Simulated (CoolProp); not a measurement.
Vapour-liquid equilibrium of R125 (1) + n-butane (2) at 707 kPa; x and y are mole fractions of (1).

The numbers come from the multi-fluid Helmholtz-energy mixture model, Lemmon 2005 and Bücker 2006; pair parameters Bell 2016 in CoolProp.

### Question
Give the bubble temperature and the first vapour's composition at x = 0.05, 0.25, 0.45. Is there an azeotrope?

### Answer
x = 0.05: 319.5 K, y = 0.352; x = 0.25: 288.7 K, y = 0.759; x = 0.45: 281.6 K, y = 0.827. No azeotrope shows between x = 0.05 and 0.95.

The pair parameters rest on a limited set of measurements; away from them the model extrapolates. With so large a gap from Raoult's law the liquid may split in two, which this calculation doesn't test in full.
